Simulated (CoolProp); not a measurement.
Properties of R143a at several states (Tc = 345.9 K, pc = 3.762 MPa, ω = 0.261).

Model: reference Helmholtz-energy equation of state, Lemmon and Jacobsen 2000, in CoolProp.

```tsv
T (K)	p (MPa)	phase	cv (kJ/(kg K))	Prandtl number
388.1	0.0913	gas	1.004	0.657
167.6	4.37	liquid	0.8149	4.07
184	0.459	liquid	0.8166	3.48
```

Viscosity comes from a separate model (Klein 1997), an estimate that may be off by 10 % or more. Thermal conductivity comes from a separate model (McLinden 2000), an estimate that may be off by 10 % or more.
